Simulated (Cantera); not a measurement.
An adiabatic, constant-pressure homogeneous reactor starts with CH3OH : O2 : N2 : H2O = 1 : 0.882 : 8.29 : 0.33 (molar parts), at 1800 K and 5.10 bar. Integrator tolerance rtol = 1e-08.

Detailed kinetics in Cantera: GRI-Mech 3.0 (53 species, 325 reactions). GRI-Mech 3.0 was tuned for natural gas; its chemistry of methanol as a main component is partial and can be far from experiment.

| quantity | before | after |
|---|---|---|
| time of steepest temperature rise | 6.06 µs | 96.5 µs |
| temperature at 0.100 s | 2529 K | 2450 K |
| equilibrium temperature | 2529 K | 2450 K |
| x(CH3OH) at 0.100 s | <1e-12 (gas-phase equilibrium <1e-12) | <1e-12 (gas-phase equilibrium <1e-12) |
| x(O2) at 0.100 s | 8.69e-5 (gas-phase equilibrium 8.69e-5) | 0.000714 (gas-phase equilibrium 0.000713) |
| x(H2O) at 0.100 s | 0.149 (gas-phase equilibrium 0.149) | 0.143 (gas-phase equilibrium 0.143) |
| x(H2) at 0.100 s | 0.0486 (gas-phase equilibrium 0.0486) | 0.0491 (gas-phase equilibrium 0.0491) |
| x(CH3) at 0.100 s | 3.33e-12 (gas-phase equilibrium 3.79e-12) | <1e-12 (gas-phase equilibrium <1e-12) |
| x(NO) at 0.100 s | 0.000469 (gas-phase equilibrium 0.000469) | 0.00114 (gas-phase equilibrium 0.00116) |

Question: Which change was made?
A. pressure from 5.10 bar to 0.260 bar
B. pressure from 5.10 bar to 10.0 bar
C. initial temperature 1800 to 1123 K
D. pressure from 5.10 bar to 0.390 bar

Answer: A, pressure from 5.10 bar to 0.260 bar
